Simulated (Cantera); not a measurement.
Input: 1 mol PbO, 0.54 mol H₂, equilibrated at 1402 °C and 0.173 Torr.

Cantera equilibrium calculation (NASA polynomials, part measured and part estimated; ideal gas, pure solids and liquids). Candidate condensed phases: H₂O, Pb, PbO, PbO₂, Pb₃O₄; 12 gas species. Kinetics and transport are ignored.

Base state: Pb 0.469, H₂O 0.322, PbO 0.133, O₂ 0.0715, OH 0.00341, H₂ 0.00122, O 0.000602, H 0.000268 (mole fractions); condensed: gas only.

Problem. What changes in the equilibrium state with this change: H₂ from 0.54 to 22 mol?

Solution. 
```csv
species,before,after
H₂,0.00122,0.906
Pb,0.469,0.0433
H₂O,0.322,0.0433
O₂,0.0715,2.36e-9
PbO,0.133,2.23e-6
O,0.000602,1.09e-7
OH,0.00341,1.68e-5
H,0.000268,0.00729
```

Problem. What changes in the equilibrium state with this change: H₂ from 0.54 to 0.84 mol?

Solution. 
| species | before | after |
|---|---|---|
| Pb | 0.469 | 0.475 |
| H₂O | 0.322 | 0.444 |
| PbO | 0.133 | 0.0598 |
| O₂ | 0.0715 | 0.0141 |
| H₂ | 0.00122 | 0.00380 |
| O | 0.000602 | 0.000268 |
| H | 0.000268 | 0.000472 |
| OH | 0.00341 | 0.00267 |

Problem. What changes in the equilibrium state with this change: temperature from 1402 °C to 752 °C?

Solution. 
| species | before | after |
|---|---|---|
| H₂O | 0.322 | 0.876 |
| Pb | 0.469 | 0.121 |
| PbO | 0.133 | 0.00298 |
| O₂ | 0.0715 | 5.49e-9 |
| O | 0.000602 | <1e-9 |
| H | 0.000268 | 3.41e-9 |
| OH | 0.00341 | 5.66e-8 |
| H₂ | 0.00122 | 0.000141 |
| Pb(l), mol | 0 | 0.465 |
| PbO(yellow), mol | 0 | 0.458 |
Mutual solubility and eutectic melting of coexisting phases are not modelled.
